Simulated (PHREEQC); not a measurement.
Make-up at 25 °C: 0.0039 mol/kgw CuCl2, 0.093 mol/kgw HBF4 and 0.0011 mol/kgw KCl. Closed to the air; pH follows from the charge balance.

Computed with PHREEQC (ion-association model, phreeqc.dat).

Each row changes one thing in this solution. This is a speciation only: nothing precipitates in the calculation.

| case | pH | ionic strength (mol/kgw) | BF4- (mol/kgw) | HF (mol/kgw) | H3BO3 (mol/kgw) | BF3OH- (mol/kgw) | SI of Sylvite (KCl) |
|---|---|---|---|---|---|---|---|
| as made | 1.13 | 0.103 | 0.0876 | 0.0142 | 0.00294 | 0.00221 | -6.15 |
| diluted 2-fold with water | 1.42 | 0.0508 | 0.0426 | 0.0109 | 0.00234 | 0.00142 | -6.69 |
| diluted 100-fold with water | 2.91 | 0.00140 | 0.000196 | 0.00174 | 0.000660 | 4.14e-5 | -9.95 |
| diluted 5-fold with water | 1.81 | 0.0198 | 0.0160 | 0.00753 | 0.00172 | 0.000776 | -7.43 |

Real BF4- forms and hydrolyses slowly; the run takes it at equilibrium.
